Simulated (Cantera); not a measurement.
Catalytic combustion on Pt

An isothermal plug-flow reactor at 650 K and 0.780 atm (inlet), inlet velocity 0.41 m/s, active area per volume 120 1/m; feed 0.625 % CO, 4.53 % O2, 85.1 % N2, 9.70 % H2O, equivalence ratio 0.069.

Model: Deutschmann's 1995 Pt surface mechanism with GRI-Mech 3.0 gas chemistry, integrated in Cantera. Catalytic surfaces can have several steady states; this one follows from the mechanism file's or the stated starting coverage. Mass transfer to the wall is taken as infinitely fast.

```tsv
z (m)	x CO	x O2	x H2O	x CO2	θ free Pt	θ O*	θ OH*	θ CO*
4.3e-05	0.00624	0.0453	0.0970	1.36e-5	0.0366	0.0169	0.00194	0.945
7.1e-05	0.00623	0.0453	0.0970	2.25e-5	0.0366	0.0170	0.00195	0.944
0.00012	0.00621	0.0453	0.0970	3.81e-5	0.0367	0.0170	0.00195	0.944
0.0002	0.00619	0.0452	0.0970	6.36e-5	0.0368	0.0172	0.00196	0.944
0.00033	0.00615	0.0452	0.0970	0.000106	0.0370	0.0174	0.00198	0.944
0.00055	0.00607	0.0452	0.0970	0.000178	0.0374	0.0177	0.00201	0.943
0.00092	0.00595	0.0451	0.0970	0.000302	0.0380	0.0183	0.00206	0.942
0.0015	0.00575	0.0450	0.0970	0.000506	0.0392	0.0195	0.00215	0.939
0.0026	0.00532	0.0448	0.0970	0.000930	0.0420	0.0223	0.00239	0.933
0.0043	0.00451	0.0444	0.0971	0.00175	0.0495	0.0315	0.00308	0.916
```
x: gas mole fraction; θ: surface coverage.
